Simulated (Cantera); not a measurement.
Charge: 1 mol SiHCl₃, 0.76 mol NH₃, 6.8 mol N₂, equilibrated at 1348 K and 0.0130 bar.

Method: chemical equilibrium by Gibbs-energy minimisation in Cantera with the NASA 1993 tables (ideal gas, pure condensed phases). Candidate condensed phases: NH₄Cl, Si, Si₃N₄; 28 gas species. The tables' values for SiCl₃ are old estimates; treat these amounts as uncertain. The numbers say what is thermodynamically allowed, not how fast it happens.

Base state: N₂ 0.694, HCl 0.214, H₂ 0.0631, SiCl₄ 0.0173, SiCl₂ 0.00662, SiCl₃ 0.00477, SiHCl₃ 0.000289, Cl 1.44e-5 (mole fractions); condensed: Si₃N₄(s).

Question: What changes in the equilibrium state with this change: NH₃ from 0.76 to 37 mol?

Answer: 
```json
[
 {"species": "H₂", "before": "0.0631", "after": "0.664"},
 {"species": "N₂", "before": "0.694", "after": "0.300"},
 {"species": "HCl", "before": "0.214", "after": "0.0365"},
 {"species": "SiCl₄", "before": "0.0173", "after": "2.32e-7"},
 {"species": "SiCl₂", "before": "0.00662", "after": "3.21e-5"},
 {"species": "SiCl₃", "before": "0.00477", "after": "1.22e-6"},
 {"species": "SiHCl₃", "before": "0.000289", "after": "2.40e-7"},
 {"species": "Si₃N₄(s), mol", "before": "0.240", "after": "0.332"}
]
```
